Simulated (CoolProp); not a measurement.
A closed Brayton cycle with carbon dioxide: compressor inlet 305.15 K and 8.8 MPa, high pressure 16.3 MPa, turbine inlet 705 K, compressor efficiency 0.8, turbine efficiency 0.85, recuperator effectiveness 0 (on enthalpy, no pinch check). Each further row changes one setting.

Values from CoolProp's reference Helmholtz-energy equation of state, Span 1996.

```csv
case,thermal efficiency (%),net work (kJ/kg),compressor to turbine work,compressor exit (K),turbine exit (K)
as stated,8.9,53.2,0.19,319.4,640.2
turbine inlet 655 K,8.9,47.6,0.21,319.4,592.6
compressor inlet 315.15 K,8.9,44.1,0.33,353.2,640.2
high pressure 13.9 MPa,6.8,40.9,0.18,315.3,656.8
recuperator effectiveness 0.5,13.9,53.2,0.19,319.4,640.2
```
